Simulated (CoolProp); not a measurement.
The numbers come from the reference Helmholtz-energy equation of state, Lemmon 2006 in CoolProp. It is a short technical equation, of lower accuracy than the large ones.

Q: For nitrous oxide, give the phase and the density (kg/m³), Joule-Thomson coefficient (K/MPa), expansivity (1/kK), fugacity coefficient at 374.4 K and 11900 kPa.

A: 
- 374.4 K and 11900 kPa: supercritical; density 253, Joule-Thomson coefficient 5.15, expansivity 9.21, fugacity coefficient 0.725
